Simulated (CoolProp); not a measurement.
Saturated liquid density (kg/m³) of ethylene: the reference equation beside estimates from Tc = 282.4 K, pc = 50.42 bar, ω = 0.087. Rackett uses Z = 0.29056 − 0.08775 ω.

Computed with CoolProp (reference Helmholtz-energy equation of state, Smukala 2000).

| T (K) | reference | Rackett | Peng-Robinson |
|---|---|---|---|
| 142.3 | 605.0 | 598.4 | 656.7 |
| 145.8 | 600.3 | 593.9 | 652.1 |
| 149.3 | 595.5 | 589.4 | (withheld) |
| 152.7 | 590.9 | (withheld) | (withheld) |
| 156.2 | 586.1 | 580.4 | 637.9 |
| 159.7 | 581.3 | 575.8 | (withheld) |
| 163.1 | 576.5 | 571.2 | (withheld) |
| 166.6 | 571.6 | 566.5 | 622.5 |
| 170.1 | 566.6 | 561.7 | 617.1 |
| 173.5 | 561.7 | 556.9 | 611.6 |
| 177 | 556.6 | 552.0 | (withheld) |
| 180.5 | (withheld) | 546.9 | 599.9 |
| 183.9 | 546.4 | 542.0 | 594.0 |
| 187.4 | 541.1 | 536.8 | 587.7 |

### Question
What belongs in the gaps?

### Answer

- 149.3, Peng-Robinson: 647.5
- 152.7, Rackett: 585.0
- 152.7, Peng-Robinson: 642.8
- 159.7, Peng-Robinson: 632.9
- 163.1, Peng-Robinson: 627.8
- 177, Peng-Robinson: 605.9
- 180.5, reference: 551.5

Absolute difference from the reference over all 14 rows, mean and median: Rackett 0.9 and 0.9 %, Peng-Robinson 8.8 and 8.8 %.
